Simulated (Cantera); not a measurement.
A Cantera script and what it prints.

```python
import numpy as np
import cantera as ct

gas_names = """
    H HO2 H2 H2O H2O2 H2S H2SO4 O OH O2 O3 S SH SO SO2 SO3 S2 S2O S8
""".split()
cond_names = """
    H2O(s) H2O(L) H2SO4(L) S(cr1) S(cr2) S(L)
""".split()


# ... load() reads the species with a 1 bar reference pressure and builds the phases ...
atoms = {
    'H2S': {'H': 2, 'S': 1},
    'O2': {'O': 2},
    'SO2': {'S': 1, 'O': 2},
}
top_T = {}  # K; cautious upper limits of use, not melting points


# ... equilibrate(T, P, feed) seeds the gas with the atoms and calls Mixture.equilibrate('TP', solver="vcs", rtol=1e-11, max_steps=5000) ...
results = []
feed = {'H2S': 1, 'O2': 0.5, 'SO2': 0.047}  # mol
T = 1098.15  # K
P = 13332.2  # Pa
mix = equilibrate(T, P, feed)
results.append((T, P, feed, dict(zip(mix.species_names, mix.species_moles))))
x = sorted(zip(gas.X, gas.species_names), reverse=True)
print(f"T = {T:g} K  P = {P:g} Pa  gas = {mix.phase_moles(0):.4g} mol")
print("   x: " + "  ".join(f"{s} {v:.3e}" for v, s in x if v > 1e-06))
print("   condensed (mol): " + ("  ".join(f"{mix.phase(i).name} {mix.phase_moles(i):.4g}"
      for i in range(1, mix.n_phases) if mix.phase_moles(i) > 1e-12) or "none"))
```

Result:

```
T = 1098.15 K  P = 13332.2 Pa  gas = 1.507 mol
   x: H2O 5.354e-01  S2 2.392e-01  H2S 1.156e-01  SO2 9.350e-02  H2 1.255e-02  S2O 3.533e-03  SH 1.001e-04  SO 8.622e-05
   condensed (mol): none
```

Method: chemical equilibrium by Gibbs-energy minimisation in Cantera with the NASA 1993 tables (ideal gas, pure condensed phases). Gases not in the tables: S3 to S7.
